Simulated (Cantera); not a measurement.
**Thermodynamics of silicon oxide and oxynitride deposition, feed HMDSO + NO + H₂ + H₂O**

A closed system holds: 1 mol HMDSO, 2.5 mol NO, 15 mol H₂, 2.6 mol H₂O, held at 2023 K.

These are equilibrium values from Cantera (NASA tables, ideal gas, pure condensed phases), not measurements of a reactor. Candidate condensed phases: C, C₆H₆, C₇H₈, C₈H₁₈, H₂O, Si, SiC, SiO₂, Si₂N₂O, Si₃N₄; 151 gas species. The feed counts by its element totals alone. The tables' values for SiN are old estimates; treat these amounts as uncertain. Gases not in the tables: Si₂H₆ and higher silanes. Equilibrium is a limit: real reactors are often held back by kinetics, nucleation or transport.

At 0.0375 Torr nothing is condensed. From 0.158 Torr to 750 Torr the condensed part is SiC(s). The main Si-bearing gas is Si at 0.0375 Torr and SiO at 750 Torr. The share of Si in condensed phases is highest at 750 Torr (46.9 %) and lowest at 0.0375 Torr (0.0 %).

| P (Pa) | x H₂ | x H | x CO | x Si | x N₂ | x SiO | n SiC(s) |
|---|---|---|---|---|---|---|---|
| 5 | 0.567 | 0.202 | 0.149 | 0.0457 | 0.0311 | 0.00373 | 0 |
| 21 | 0.656 | 0.106 | 0.154 | 0.0387 | 0.0328 | 0.00867 | 0.111 |
| 85 | 0.721 | 0.0553 | 0.150 | 0.0154 | 0.0348 | 0.0219 | 0.629 |
| 350 | 0.755 | 0.0279 | 0.148 | 0.00429 | 0.0358 | 0.0284 | 0.853 |
| 1400 | 0.770 | 0.0141 | 0.148 | 0.00111 | 0.0362 | 0.0304 | 0.915 |
| 5900 | 0.777 | 0.00689 | 0.148 | 0.000266 | 0.0364 | 0.0310 | 0.932 |
| 24000 | 0.780 | 0.00342 | 0.148 | 6.54e-5 | 0.0364 | 0.0312 | 0.936 |
| 100000 | 0.782 | 0.00168 | 0.148 | 1.57e-5 | 0.0365 | 0.0312 | 0.937 |
x: gas mole fraction; n: condensed amount in mol.
